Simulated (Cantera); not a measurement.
# Equilibrium for aluminium nitride and oxide growth: AlCl₃ + O₂ + H₂

Charge: 1 mol AlCl₃, a varied amount of O₂, 20 mol H₂, equilibrated at 1648.15 K and 0.133 bar.

Cantera equilibrium calculation (NASA polynomials, part measured and part estimated; ideal gas, pure solids and liquids). Candidate condensed phases: Al, AlCl₃, Al₂O₃, H₂O; 29 gas species. Gases not in the tables: Al(OH)₃. Kinetics and transport are ignored.

```tsv
n(O₂) (mol)	x H₂O	x H₂	x O₂	x HCl	x Cl	n Al₂O₃(s)
2.2	0.135	0.725	3.43e-11	0.139	3.14e-5	0.500
2.5	0.163	0.698	5.40e-11	0.139	3.20e-5	0.500
3	0.209	0.651	1.03e-10	0.139	3.31e-5	0.500
3.5	0.256	0.605	1.78e-10	0.139	3.44e-5	0.500
4.1	0.312	0.549	3.20e-10	0.139	3.61e-5	0.500
4.8	0.377	0.484	6.02e-10	0.139	3.84e-5	0.500
5.7	0.460	0.400	1.31e-9	0.139	4.22e-5	0.500
6.7	0.553	0.307	3.23e-9	0.139	4.82e-5	0.500
7.9	0.665	0.195	1.15e-8	0.139	6.04e-5	0.500
9.3	0.795	0.0651	1.48e-7	0.139	0.000105	0.500
11	0.822	0.000124	0.0437	0.131	0.00225	0.500
13	0.755	6.83e-5	0.121	0.119	0.00277	0.500
15	0.698	5.08e-5	0.187	0.110	0.00296	0.500
```
x: gas mole fraction; n: condensed amount in mol.

From 2.2 mol O₂ to 15 mol O₂ the condensed part is Al₂O₃(s).
